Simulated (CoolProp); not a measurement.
Model: reference Helmholtz-energy equation of state, Thol 2012, in CoolProp.

Give the vapour pressure (kPa), liquid density (kg/m³), liquid viscosity (µPa s), vapour viscosity (µPa s) of saturated benzene at 294, 313.5, 328.2 K.


```csv
T (K),p (kPa),liquid density (kg/m³),liquid viscosity (µPa s),vapour viscosity (µPa s)
294,10.4,878,638,7.46
313.5,24.7,857,492,7.93
328.2,43.7,841,414,8.28
```

Viscosity comes from a separate model (Avgeri 2014).
